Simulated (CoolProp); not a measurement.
Computed with CoolProp (reference Helmholtz-energy equation of state, Wu 2012).

Task: Give the vapour pressure (kPa), liquid density (kg/m³), vapour density (kg/m³), enthalpy of vaporisation (kJ/kg) of saturated fluoroethane (R161) at 208.5, 261 K.

Result: 
| T (K) | p (kPa) | liquid density (kg/m³) | vapour density (kg/m³) | enthalpy of vaporisation (kJ/kg) |
|---|---|---|---|---|
| 208.5 | 24.2 | 855 | 0.678 | 452 |
| 261 | 287 | 779 | 6.84 | 395 |
